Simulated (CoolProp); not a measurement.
Properties of dimethyl carbonate along the isobar 9.39 bar.

The numbers come from the reference Helmholtz-energy equation of state, Zhou 2011 in CoolProp.

| T (K) | phase | density (kg/m³) | cp (kJ/(kg K)) | cv (kJ/(kg K)) | speed of sound (m/s) | Joule-Thomson coefficient (K/MPa) | fugacity coefficient |
|---|---|---|---|---|---|---|---|
| 367.6 | liquid | 969.1 | 1.967 | 1.452 | 929.2 | -0.2388 | 0.1229 |
| 396.7 | liquid | 926.0 | 2.047 | 1.508 | 822.2 | -0.1822 | 0.2718 |
| 425.7 | liquid | 879.8 | 2.139 | 1.564 | 717.8 | -0.1028 | 0.5205 |
| 454.8 | gas | 26.14 | 1.706 | 1.523 | 183.1 | 14.87 | 0.8745 |
| 483.8 | gas | 23.74 | 1.732 | 1.576 | 194.9 | 11.62 | 0.8974 |
| 512.9 | gas | 21.85 | 1.769 | 1.629 | 205.1 | 9.426 | 0.9150 |
| 541.9 | gas | 20.31 | 1.811 | 1.680 | 214.1 | 7.872 | 0.9288 |
| 571 | gas | 19.02 | 1.853 | 1.729 | 222.3 | 6.715 | 0.9399 |
| 600 | gas | 17.90 | 1.894 | 1.776 | 230.0 | 5.830 | 0.9490 |
